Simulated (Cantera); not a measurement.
A closed system holds: 1 mol MgO, 0.45 mol SO3, 0.77 mol H2O, 0.065 mol SO2, held at 1023 K and 13300 Pa.

Cantera equilibrium calculation (NASA polynomials, part measured and part estimated; ideal gas, pure solids and liquids). Candidate condensed phases: H2O, H2SO4, Mg, MgO, Mg(OH)2, MgS, MgSO4, S; 26 gas species. Mutual solubility and eutectic melting of coexisting phases are not modelled. The numbers say what is thermodynamically allowed, not how fast it happens.

Base state: H2O 0.922, SO2 0.0778, SO3 8.09e-5 (mole fractions); condensed: MgO(s) + MgSO4(s).

Question: What changes in the equilibrium state with this change: MgO replaced by MgCO3?

Answer: 
```csv
species,before,after
CO2,0,0.545
H2O,0.922,0.420
SO2,0.0778,0.0355
O2,4.21e-6,2.03e-5
SO3,8.09e-5,8.09e-5
"MgO(s), mol",0.550,0.550
"MgSO4(s), mol",0.450,0.450
```
Further candidate phases: C, C6H6, C7H8, C8H18, MgCO3.
